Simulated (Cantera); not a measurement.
## Adiabatic ignition

An adiabatic, constant-volume homogeneous reactor starts with CH₄ : O₂ : N₂ = 1 : 2.67 : 10 (molar parts), at 1125 K and 0.440 bar.

Detailed kinetics in Cantera: GRI-Mech 3.0 (53 species, 325 reactions).

```csv
t (s),T (K),P (bar),x CH₄,x O₂,x CH₂,x H₂O,x HCO
4.00e-6,1125,0.440,0.0732,0.195,<1e-12,<1e-12,<1e-12
1.34e-5,1125,0.440,0.0732,0.195,<1e-12,2.83e-12,<1e-12
4.49e-5,1125,0.440,0.0732,0.195,<1e-12,2.65e-11,<1e-12
0.000150,1125,0.440,0.0732,0.195,<1e-12,2.55e-10,<1e-12
0.000504,1125,0.440,0.0732,0.195,<1e-12,2.88e-9,<1e-12
0.00169,1125,0.440,0.0732,0.195,<1e-12,3.91e-8,<1e-12
0.00566,1125,0.440,0.0732,0.195,<1e-12,7.03e-7,<1e-12
0.0190,1125,0.440,0.0731,0.195,<1e-12,1.29e-5,3.13e-12
0.0635,1126,0.440,0.0730,0.195,<1e-12,0.000107,3.24e-11
0.213,1148,0.449,0.0702,0.193,3.12e-11,0.00267,2.88e-9
0.713,2618,1.05,<1e-12,0.0471,<1e-12,0.128,6.55e-9
2.39,2618,1.05,<1e-12,0.0471,<1e-12,0.128,6.55e-9
8.00,2618,1.05,<1e-12,0.0471,<1e-12,0.128,6.55e-9
```
x: mole fraction; the columns are a selection and need not sum to one.

The time of steepest temperature rise is 0.237 s, the temperature at 8.00 s comes out as 2618 K and the equilibrium temperature comes out as 2618 K. The x(CH₄) at 8.00 s is <1e-12 (gas-phase equilibrium <1e-12) and the x(O₂) at 8.00 s is 0.0471 (gas-phase equilibrium 0.0471). The x(CH₂) at 8.00 s comes out as <1e-12 (gas-phase equilibrium <1e-12).
